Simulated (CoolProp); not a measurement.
R125 at several states: fugacity coefficient from the reference equation and from simpler models built on Tc = 66.0 °C, pc = 3.618 MPa, ω = 0.305; each cubic takes its own stable root.

Values from CoolProp's reference Helmholtz-energy equation of state, Lemmon 2005.

```csv
T (°C),p (MPa),phase,reference
-14.75,2.1,liquid,0.1874
183.45,3.69,supercritical,0.8894
6.35,0.0449,gas,0.9916
```

How far does each simpler model (van der Waals, Redlich-Kwong, Soave-Redlich-Kwong, Peng-Robinson) lie from the reference over these 3 states: mean and median of the absolute difference, and the worst?


- van der Waals: mean 50.4 %, median 3.1 %, worst +147.8 % at -14.75 °C and 2.1 MPa
- Redlich-Kwong: mean 17.0 %, median 2.5 %, worst +48.3 % at -14.75 °C and 2.1 MPa
- Soave-Redlich-Kwong: mean 1.2 %, median 1.2 %, worst +2.2 % at -14.75 °C and 2.1 MPa
- Peng-Robinson: mean 0.5 %, median 0.2 %, worst -1.3 % at 183.45 °C and 3.69 MPa
